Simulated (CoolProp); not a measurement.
Properties of ethylene at several states (Tc = 9.2 °C, pc = 5042 kPa, ω = 0.087).

Model: reference Helmholtz-energy equation of state, Smukala 2000, in CoolProp.

```csv
T (°C),p (kPa),phase,Z,Joule-Thomson coefficient (K/MPa),isothermal compressibility (1/MPa),fugacity coefficient
169.95,174,gas,0.9975,…,5.762,0.9975
134.25,161,gas,0.9968,4.593,6.231,0.9968
-159.15,12000,liquid,…,-0.5028,…,8.733e-5
-25.75,132,gas,0.9867,16.21,7.679,0.9868
-159.35,44.6,liquid,…,-0.4954,0.0008261,0.01319
```

**Question.** Some entries are withheld; supply them.

**Answer.** 
- 169.95, Joule-Thomson coefficient (K/MPa): 3.693
- -159.15, Z: 0.5481
- -159.15, isothermal compressibility (1/MPa): 0.0007534
- -159.35, Z: 0.002059
